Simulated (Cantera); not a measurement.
An isothermal, constant-pressure homogeneous reactor starts with 38.0 % CH₄, 53.2 % CO₂, 8.75 % H₂, at 1250 K and 5.43 atm.

Detailed kinetics in Cantera: GRI-Mech 3.0 (53 species, 325 reactions).

Q: Predict: x(CH₄) at 200 s; x(CO₂) at 200 s; x(H₂) at 200 s; x(OH) at 200 s; x(CH₃) at 200 s.

A: 
| Property | Result |
|---|---|
| x(CH₄) at 200 s | 0.233 (gas-phase equilibrium 0.00344) |
| x(CO₂) at 200 s | 0.314 (gas-phase equilibrium 0.0379) |
| x(H₂) at 200 s | 0.0600 (gas-phase equilibrium 0.426) |
| x(OH) at 200 s | 1.40e-9 (gas-phase equilibrium 1.72e-10) |
| x(CH₃) at 200 s | 3.81e-6 (gas-phase equilibrium 2.12e-8) |
